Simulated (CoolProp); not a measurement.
Vinyl chloride at 239.31 K and 0.0134 MPa is throttled through a valve to 0.0029 MPa with no heat exchange. Each further row changes one setting.

Computed with CoolProp (reference Helmholtz-energy equation of state, Thol 2022).

```tsv
case	temperature change (K)	final density (kg/m³)
as stated	-0.6	…
outlet pressure 0.00087 MPa	…	…
outlet pressure 0.00377 MPa	…	…
```

### Question
Some entries are withheld; supply them.

### Answer

- as stated, final density (kg/m³): 0.0914
- outlet pressure 0.00087 MPa, temperature change (K): -0.7
- outlet pressure 0.00087 MPa, final density (kg/m³): 0.0274
- outlet pressure 0.00377 MPa, temperature change (K): -0.5
- outlet pressure 0.00377 MPa, final density (kg/m³): 0.119
